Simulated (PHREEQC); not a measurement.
A solution holds 13 mmol/kgw HF, 4.1 mmol/kgw NH4F and 10 mmol/kgw H2SiF6, at 25 °C. Closed to the air; pH follows from the charge balance.

The numbers come from PHREEQC with the ion-association model, phreeqc.dat.

Each row changes one thing in this solution. This is a speciation only: nothing precipitates in the calculation.

| case | pH | ionic strength (mol/kgw) | HF (mol/kgw) | F- (mol/kgw) | HF2- (mol/kgw) | NH3 (mol/kgw) | SI of Quartz (SiO2) |
|---|---|---|---|---|---|---|---|
| as made | 1.83 | 0.0309 | 0.0161 | 0.000875 | 5.41e-5 | 1.32e-10 | -2.35 |
| HF from 0.013 to 0.026 mol/kgw | 1.81 | 0.0316 | 0.0283 | 0.00148 | 0.000160 | 1.26e-10 | -3.79 |
| HF from 0.013 to 0.13 mol/kgw | 1.70 | 0.0374 | 0.124 | 0.00500 | 0.00238 | 9.45e-11 | -7.43 |
| diluted 100-fold with water | 3.37 | 0.000476 | 0.000295 | 0.000475 | 5.37e-7 | 5.37e-11 | -0.02 |
| NH4F from 0.0041 to 0.0205 mol/kgw | 2.36 | 0.0356 | 0.0274 | 0.00503 | 0.000529 | 2.18e-9 | -4.80 |
| NH4F from 0.0041 to 0.00615 mol/kgw | 1.88 | 0.0312 | 0.0179 | 0.00109 | 7.50e-5 | 2.22e-10 | -2.73 |
| HF from 0.013 to 0.065 mol/kgw | 1.77 | 0.0338 | 0.0646 | 0.00303 | 0.000751 | 1.12e-10 | -5.85 |

SiF6-2 is the database's only silicon fluoride.
